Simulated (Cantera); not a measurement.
A closed system holds: 1 mol C₃H₆, 0.6 mol O₂, at 130 Pa.

Cantera equilibrium calculation (NASA polynomials, part measured and part estimated; ideal gas, pure solids and liquids). Candidate condensed phases: C, C₆H₆, C₇H₈, C₈H₁₈, H₂O; 131 gas species. Ions and electrons are included (thermal ionisation). Equilibrium is a limit: real reactors are often held back by kinetics, nucleation or transport.

Task: Which condensed phases are stable at each of these points (T (K)): 2000, 2250, 2500, 2750, 3000, 3250, 3500, 3750, 4000, 4250, 4500, 4750, 5000?

Result: 
```csv
T (K),condensed phases,C condensed (%)
2000,C(graphite),59.9
2250,C(graphite),59.4
2500,C(graphite),58.3
2750,C(graphite),47.8
3000,gas only,0.0
3250,gas only,0.0
3500,gas only,0.0
3750,gas only,0.0
4000,gas only,0.0
4250,gas only,0.0
4500,gas only,0.0
4750,gas only,0.0
5000,gas only,0.0
```

From 2000 K to 2750 K the condensed part is C(graphite). From 3000 K to 5000 K nothing is condensed.
